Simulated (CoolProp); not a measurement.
Nitrous oxide along the isotherm 380.9 K: density (kg/m³) from the reference equation and from simpler models built on Tc = 309.5 K, pc = 7.245 MPa, ω = 0.161; each cubic takes its own stable root.

The numbers come from the reference Helmholtz-energy equation of state, Lemmon 2006 in CoolProp. It is a short technical equation, of lower accuracy than the large ones.

```tsv
p (MPa)	phase	reference
2.79	gas	41.64
5.57	gas	90.05
8.36	supercritical	148.0
11.1	supercritical	216.6
13.9	supercritical	299.1
16.7	supercritical	386.9
19.5	supercritical	466.8
22.3	supercritical	531.9
25.1	supercritical	583.3
27.9	supercritical	624.3
30.7	supercritical	658.0
33.4	supercritical	685.5
36.2	supercritical	710.2
```

### Question
How far does each simpler model (ideal gas, van der Waals, Redlich-Kwong, Soave-Redlich-Kwong, Peng-Robinson) lie from the reference over these 13 states: mean and median of the absolute difference, and the worst?

### Answer
- ideal gas: mean 31.2 %, median 35.2 %, worst -41.9 % at 380.9 K and 19.5 MPa
- van der Waals: mean 8.2 %, median 7.4 %, worst -16.5 % at 380.9 K and 36.2 MPa
- Redlich-Kwong: mean 2.7 %, median 2.3 %, worst -4.6 % at 380.9 K and 30.7 MPa
- Soave-Redlich-Kwong: mean 6.8 %, median 8.5 %, worst -10.5 % at 380.9 K and 22.3 MPa
- Peng-Robinson: mean 1.9 %, median 1.7 %, worst -3.9 % at 380.9 K and 22.3 MPa
